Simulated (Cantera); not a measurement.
Feed: 1 mol Fe₃O₄, 5.4 mol CH₄, 13 mol H₂, at 2623.15 K and 1.00 bar.

Equilibrium computed with Cantera from the NASA thermochemical tables; the gas is ideal and each condensed phase is pure. Iron dissolves carbon and melts from about 1420 K in contact with it, which pure phases cannot show. Condensed phases not in the tables: cementite and carbon dissolved in iron. The numbers say what is thermodynamically allowed, not how fast it happens.

```json
[
 {"species": "H₂", "before": "0.749", "after": "0.670"},
 {"species": "H₂O", "before": "1.79e-6", "after": "0.168"},
 {"species": "Fe", "before": "0.0691", "after": "0.0691"},
 {"species": "CO", "before": "0.131", "after": "0.0535"},
 {"species": "C₂H₂ (acetylene)", "before": "0.0133", "after": "<1e-9"},
 {"species": "H", "before": "0.0365", "after": "0.0345"},
 {"species": "Fe(OH)₂", "before": "<1e-9", "after": "0.000268"},
 {"species": "FeO", "before": "1.02e-8", "after": "0.00107"},
 {"species": "OH", "before": "2.07e-8", "after": "0.00205"},
 {"species": "C₄H₂", "before": "9.77e-5", "after": "<1e-9"},
 {"species": "CH₄", "before": "6.98e-5", "after": "<1e-9"},
 {"species": "O", "before": "<1e-9", "after": "6.80e-5"},
 {"species": "C(graphite), mol", "before": "0.569", "after": "0"},
 {"species": "Fe(l), mol", "before": "0.896", "after": "1.77"}
]
```
Gas species are given as mole fractions.

### Question
Which change was made?
(A) temperature from 2623.15 K to 1425 K
(B) CH₄ from 5.4 to 0.97 mol
(C) pressure from 1.00 bar to 0.133 bar
(D) temperature from 2623.15 K to 1325 K

### Answer
B, CH₄ from 5.4 to 0.97 mol
